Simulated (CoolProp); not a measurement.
Vapour-liquid equilibrium of hydrogen sulfide (1) + isobutane (2) at 314.5 K; x and y are mole fractions of (1).

The numbers come from the multi-fluid Helmholtz-energy mixture model, Lemmon 2006 and Bücker 2006; pair parameters Kunz 2012 in CoolProp.

```json
[
 {"x": "0.05", "bubble pressure (bar)": "7.053", "y at the bubble point": "0.229", "dew pressure at overall composition x (bar)": "5.785", "liquid density (mol/L)": "9.393"},
 {"x": "0.2", "bubble pressure (bar)": "11.74", "y at the bubble point": "0.568", "dew pressure at overall composition x (bar)": "6.815", "liquid density (mol/L)": "10.33"},
 {"x": "0.35", "bubble pressure (bar)": "15.94", "y at the bubble point": "0.711", "dew pressure at overall composition x (bar)": "8.250", "liquid density (mol/L)": "11.42"},
 {"x": "0.5", "bubble pressure (bar)": "19.48", "y at the bubble point": "0.792", "dew pressure at overall composition x (bar)": "10.39", "liquid density (mol/L)": "12.73"},
 {"x": "0.65", "bubble pressure (bar)": "22.57", "y at the bubble point": "0.852", "dew pressure at overall composition x (bar)": "13.88", "liquid density (mol/L)": "14.41"},
 {"x": "0.8", "bubble pressure (bar)": "25.50", "y at the bubble point": "0.910", "dew pressure at overall composition x (bar)": "19.88", "liquid density (mol/L)": "16.70"},
 {"x": "0.95", "bubble pressure (bar)": "28.48", "y at the bubble point": "0.975", "dew pressure at overall composition x (bar)": "27.38", "liquid density (mol/L)": "20.02"}
]
```

No azeotrope shows between x = 0.05 and 0.95.

Pair parameters are fitted to limited data, so mixtures are less certain than the pure fluids.
